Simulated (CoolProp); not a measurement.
Model: reference Helmholtz-energy equation of state, Gao 2020, in CoolProp.

Problem. For ammonia, give the phase and the speed of sound (m/s), Joule-Thomson coefficient (K/MPa), viscosity (µPa s) at 194.75 °C and 819 kPa; 72.65 °C and 1840 kPa; 84.25 °C and 538 kPa.

Solution. 
- 194.75 °C and 819 kPa: gas; speed of sound 531, Joule-Thomson coefficient 6.73, viscosity 16.6
- 72.65 °C and 1840 kPa: gas; speed of sound 434, Joule-Thomson coefficient 15.8, viscosity 11.7
- 84.25 °C and 538 kPa: gas; speed of sound 466, Joule-Thomson coefficient 14.9, viscosity 12.3

Viscosity comes from a separate model (Fenghour 1995).
